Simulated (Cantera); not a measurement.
What does this Cantera script print?

```python
import numpy as np
import cantera as ct

gas = ct.Solution("gri30.yaml")


def delay(T, t_max=10):
    gas.TPX = T, 660000, {'CH4': 1, 'O2': 1.82, 'N2': 5.45}
    reactor = ct.IdealGasConstPressureReactor(gas, clone=False)
    net = ct.ReactorNet([reactor])
    net.rtol, net.atol = 1e-8, 1e-16
    while net.time < t_max:
        t_old, T_old = net.time, reactor.T
        net.step()
        if reactor.T > T + 400:  # ignition: a rise of 400 K
            return t_old + (T + 400 - T_old) / (reactor.T - T_old) * (net.time - t_old)
    return np.nan


taus = []
for T in [1048, 1148, 1248, 1348, 1448, 1548, 1648]:
    taus.append(delay(T))
    print(f"T0 = {T:6g} K   tau = {taus[-1]:.4e} s")
```

Output:

```
T0 =   1048 K   tau = 5.3284e-02 s
T0 =   1148 K   tau = 1.2720e-02 s
T0 =   1248 K   tau = 3.5422e-03 s
T0 =   1348 K   tau = 1.1074e-03 s
T0 =   1448 K   tau = 3.8270e-04 s
T0 =   1548 K   tau = 1.4504e-04 s
T0 =   1648 K   tau = 6.0415e-05 s
```

Model: GRI-Mech 3.0 (53 species, 325 reactions), integrated in Cantera.
